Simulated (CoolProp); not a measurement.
R134a at 389.9 K and 0.884 MPa flows at 0.5 m/s in a round tube of 10 mm bore and 15 µm roughness, fully developed (64/Re and Nu = 3.66 if laminar; Colebrook and Gnielinski if turbulent). Each further row changes one setting.

Values from CoolProp's reference Helmholtz-energy equation of state, Tillner-Roth 1994.

| case | Reynolds number | Darcy friction factor | pressure drop (Pa/m) | heat-transfer coefficient (W/(m² K)) | mass flow (kg/h) |
|---|---|---|---|---|---|
| as stated | 9640 | ? | 12.5 | ? | 4.23 |
| velocity 1 m/s | 19300 | ? | 43.5 | 123 | ? |
| diameter 20 mm | 19300 | ? | 5.17 | 58.1 | ? |

Task: Some entries are withheld; supply them.

Result: 
- as stated, Darcy friction factor: 0.0334
- as stated, heat-transfer coefficient (W/(m² K)): 67.1
- velocity 1 m/s, Darcy friction factor: 0.0291
- velocity 1 m/s, mass flow (kg/h): 8.45
- diameter 20 mm, Darcy friction factor: 0.0277
- diameter 20 mm, mass flow (kg/h): 16.9

Viscosity comes from a separate model (Huber 2003), an estimate that may be off by 10 % or more. Thermal conductivity comes from a separate model (McLinden 2000), an estimate that may be off by 10 % or more.
